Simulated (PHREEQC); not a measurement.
## Copper plating or etch bath

Consider water at 25 °C with 0.012 mol Cu(BF4)2, 0.26 mol HCl and 0.009 mol H3BO3 per kg of water. Closed to the air; pH follows from the charge balance.

Model: ion-association model, phreeqc.dat, run in PHREEQC.

No solid was allowed to form.

Problem. Estimate the pH, density, ionic strength.

Solution. pH 0.69; density 1.005 g/cm³; ionic strength 0.290 mol/kgw.

Problem. In which forms is B present?

Solution. BF4- 64 %, H3BO3 33 %, BF3OH- 2.6 % of the B.

Real BF4- forms and hydrolyses slowly; the run takes it at equilibrium.
